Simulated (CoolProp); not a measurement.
The fluid at 456.63 K and 0.58 MPa is compressed adiabatically to 1.85 MPa with isentropic efficiency 0.9. The same conditions are run with several fluids, on thermodynamics alone (safety and materials aside).

Values from CoolProp's reference Helmholtz-energy equation of state of each fluid (hexamethyldisiloxane (MM): Thol 2016; R114: Platzer 1990; n-hexane: Thol 2019; hydrogen chloride: Thol 2018). The equations of Platzer and Polt are older, rougher fits.

| fluid | work (kJ/kg) | final temperature (K) | final phase | final density (kg/m³) |
|---|---|---|---|---|
| hexamethyldisiloxane (MM) | (withheld) | 515.1 | (withheld) | 379 |
| R114 | 27.5 | (withheld) | gas | 86.1 |
| n-hexane | (withheld) | 491.4 | gas | (withheld) |
| hydrogen chloride | 158 | 654.5 | gas | 12.5 |

**Question.** What belongs in the gaps?

**Answer.** 
- hexamethyldisiloxane (MM), work (kJ/kg): 16.7
- hexamethyldisiloxane (MM), final phase: liquid
- R114, final temperature (K): 496.8
- n-hexane, work (kJ/kg): 47.6
- n-hexane, final density (kg/m³): 56.2
